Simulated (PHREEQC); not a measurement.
Make-up at 87 °C: 0.082 mol CuCl2, 0.00068 mol HBF4 and 0.0032 mol Na2SO4 per kg of water. Closed to the air; pH follows from the charge balance.

All values are PHREEQC results (ion-association model, phreeqc.dat), not measurements.

```
quantity                    before     after
------------------------  --------  --------
pH                            3.19      2.42
ionic strength (mol/kgw)     0.159     0.474
HF (mol/kgw)               0.00169   1.34e-7
SO4-2 (mol/kgw)            0.00161  0.000314
F- (mol/kgw)              0.000751   1.27e-8
HSO4- (mol/kgw)           0.000194  0.000146
```

Which change was made?
A. CuCl2 replaced by AlCl3 at the same molality
B. CuCl2 from 0.082 to 0.123 mol/kgw
C. CuCl2 left out
D. temperature from 87 to 70 °C
E. Na2SO4 from 0.0032 to 0.0064 mol/kgw

A, CuCl2 replaced by AlCl3 at the same molality

No solid was allowed to form. At this temperature some constants are extrapolated from 25 °C, and those without enthalpy data are left unchanged. Real BF4- forms and hydrolyses slowly; the run takes it at equilibrium.
